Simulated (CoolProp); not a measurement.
A single-stage vapour-compression cycle with trans-2-butene: evaporating at 306.15 K (dew point), condensing at 347.15 K (bubble point), superheat 8 K, subcooling 8 K, compressor efficiency 0.65, no pressure losses. Each further row changes one setting.

Values from CoolProp's reference Helmholtz-energy equation of state, Lemmon 2005. It is a short technical equation, of lower accuracy than the large ones.

```tsv
case	cooling COP	pressure ratio	discharge temperature (K)	refrigerating effect (kJ/kg)	volumetric capacity (kJ/m³)
as stated	4.29	2.90	363.9	305	2130
evaporating temperature 311.15 K	5.06	2.51	362.5	312	2500
condensing temperature 342.15 K	5.01	2.59	358.4	318	2220
subcooling 13 K	4.47	2.90	363.9	318	2220
superheat 18 K	4.34	2.90	374.1	323	2160
compressor efficiency 0.55	3.63	2.90	370.3	305	2130
```
